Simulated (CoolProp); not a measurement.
A single-stage vapour-compression cycle with R410A: evaporating at 225.15 K (dew point), condensing at 282.15 K (bubble point), superheat 8 K, subcooling 0 K, compressor efficiency 0.8, no pressure losses. Each further row changes one setting.

Model: reference Helmholtz-energy equation of state, Lemmon 2003, in CoolProp. It is a pseudo-pure fit of the blend.

```tsv
case	cooling COP	pressure ratio	discharge temperature (K)	refrigerating effect (kJ/kg)	volumetric capacity (kJ/m³)
as stated	(withheld)	8.81	344.7	194	908
evaporating temperature 230.15 K	2.74	(withheld)	337.9	(withheld)	1150
condensing temperature 277.15 K	2.70	(withheld)	336.2	201	944
subcooling 5 K	2.49	8.81	344.7	201	944
superheat 18 K	2.37	8.81	356.8	202	(withheld)
compressor efficiency 0.7	2.09	8.81	(withheld)	194	908
```

Question: Complete the blanks.

Answer: 
- as stated, cooling COP: 2.39
- evaporating temperature 230.15 K, pressure ratio: 6.94
- evaporating temperature 230.15 K, refrigerating effect (kJ/kg): 196
- condensing temperature 277.15 K, pressure ratio: 7.57
- superheat 18 K, volumetric capacity (kJ/m³): 899
- compressor efficiency 0.7, discharge temperature (K): 356.5
